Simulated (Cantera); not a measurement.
# Equilibrium for roasting and sulfation: FeS₂ + SO₃ + N₂

A closed system holds: 1 mol FeS₂, 0.34 mol SO₃, 4.2 mol N₂, equilibrated at 1498 K.

Cantera equilibrium calculation (NASA polynomials, part measured and part estimated; ideal gas, pure solids and liquids). Candidate condensed phases: Fe, FeO, FeS, FeSO₄, FeS₂, Fe₂O₃, Fe₂(SO₄)₃, Fe₃O₄, S; 19 gas species. Metal and sulfide melt together well below either melting point, which pure phases cannot show. Mutual solubility and eutectic melting of coexisting phases are not modelled. The tables' stoichiometric FeO is somewhat more stable than real wüstite, so its field is too wide. FeO, FeS: taken at fixed stoichiometry. The numbers say what is thermodynamically allowed, not how fast it happens.

| P (Pa) | x N₂ | x S₂ | x SO₂ | x S₂O | x SO | x S | x Fe | x SO₃ | n FeO(s) | n FeS(l) |
|---|---|---|---|---|---|---|---|---|---|---|
| 1000 | 0.811 | 0.106 | 0.0777 | 0.000818 | 0.00426 | 0.000129 | 1.78e-6 | 1.82e-8 | 0.189 | 0.811 |
| 3500 | 0.819 | 0.0805 | 0.0965 | 0.00102 | 0.00324 | 6.03e-5 | 3.13e-7 | 3.68e-8 | 0.00838 | 0.992 |
| 13000 | 0.819 | 0.0793 | 0.0976 | 0.00140 | 0.00234 | 3.11e-5 | 4.40e-8 | 5.22e-8 | 0 | 1.00 |
| 45000 | 0.820 | 0.0791 | 0.0977 | 0.00191 | 0.00172 | 1.67e-5 | 6.84e-9 | 7.14e-8 | 0 | 1.00 |
| 160000 | 0.820 | 0.0787 | 0.0976 | 0.00261 | 0.00125 | 8.82e-6 | 1.02e-9 | 9.80e-8 | 0 | 1.00 |
| 560000 | 0.820 | 0.0781 | 0.0973 | 0.00355 | 0.000910 | 4.70e-6 | 1.57e-10 | 1.34e-7 | 0 | 1.00 |
| 2000000 | 0.820 | 0.0773 | 0.0969 | 0.00482 | 0.000658 | 2.47e-6 | 2.34e-11 | 1.83e-7 | 0 | 1.00 |
x: gas mole fraction; n: condensed amount in mol.

From 1000 Pa to 3500 Pa the condensed part is FeO(s) + FeS(l). From 13000 Pa to 2000000 Pa the condensed part is FeS(l).
